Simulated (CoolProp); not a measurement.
Nitrous oxide along the isotherm 464.1 K: Z from the reference equation and from simpler models built on Tc = 309.5 K, pc = 7.245 MPa, ω = 0.161; each cubic takes its own stable root.

Model: reference Helmholtz-energy equation of state, Lemmon 2006, in CoolProp. It is a short technical equation, of lower accuracy than the large ones.

```csv
p (MPa),phase,reference
0.158,gas,0.9982
0.36,gas,0.9958
0.819,gas,0.9905
1.86,gas,0.9785
4.24,gas,0.9516
9.65,supercritical,0.8947
22,supercritical,0.8118
50,supercritical,0.9336
```

**Question.** How far does each simpler model (van der Waals, Redlich-Kwong, Soave-Redlich-Kwong, Peng-Robinson) lie from the reference over these 8 states: mean and median of the absolute difference, and the worst?

**Answer.** 
- van der Waals: mean 3.0 %, median 1.0 %, worst +9.5 % at 464.1 K and 50 MPa
- Redlich-Kwong: mean 0.7 %, median 0.4 %, worst -1.8 % at 464.1 K and 22 MPa
- Soave-Redlich-Kwong: mean 2.2 %, median 0.5 %, worst +7.5 % at 464.1 K and 50 MPa
- Peng-Robinson: mean 0.4 %, median 0.3 %, worst +1.4 % at 464.1 K and 22 MPa
